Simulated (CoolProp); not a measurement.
Values from CoolProp's reference Helmholtz-energy equation of state, Thol 2019.

Question: For decamethylcyclopentasiloxane (D5), give the phase and the cp (kJ/(kg K)), Joule-Thomson coefficient (K/MPa) at 544.5 K and 0.336 bar; 497.2 K and 10.7 bar; 267.5 K and 22.5 bar.

Answer: 
- 544.5 K and 0.336 bar: gas; cp 1.83, Joule-Thomson coefficient 13.9
- 497.2 K and 10.7 bar: liquid; cp 2.02, Joule-Thomson coefficient -0.0658
- 267.5 K and 22.5 bar: liquid; cp 1.69, Joule-Thomson coefficient -0.424
